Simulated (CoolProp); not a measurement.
n-perfluorohexane at several states: fugacity coefficient from the reference equation and from simpler models built on Tc = 174.9 °C, pc = 1.742 MPa, ω = 0.497; each cubic takes its own stable root.

The numbers come from the reference Helmholtz-energy equation of state, Gao 2022 in CoolProp.

```json
[
 {"T (°C)": "104.25", "p (MPa)": "0.132", "phase": "gas", "reference": "0.9518"},
 {"T (°C)": "160.25", "p (MPa)": "0.295", "phase": "gas", "reference": "0.9338"},
 {"T (°C)": "109.55", "p (MPa)": "0.672", "phase": "liquid", "reference": "0.5736"},
 {"T (°C)": "50.35", "p (MPa)": "0.225", "phase": "liquid", "reference": "0.3420"},
 {"T (°C)": "65.65", "p (MPa)": "0.0206", "phase": "gas", "reference": "0.9891"}
]
```

How far does each simpler model (van der Waals, Redlich-Kwong, Soave-Redlich-Kwong) lie from the reference over these 5 states: mean and median of the absolute difference, and the worst?


- van der Waals: mean 43.4 %, median 1.5 %, worst +168.4 % at 50.35 °C and 0.225 MPa
- Redlich-Kwong: mean 34.5 %, median 0.7 %, worst +132.2 % at 50.35 °C and 0.225 MPa
- Soave-Redlich-Kwong: mean 0.7 %, median 0.2 %, worst +2.4 % at 109.55 °C and 0.672 MPa

At some of these states van der Waals gives the other phase, because its saturation line lies elsewhere.
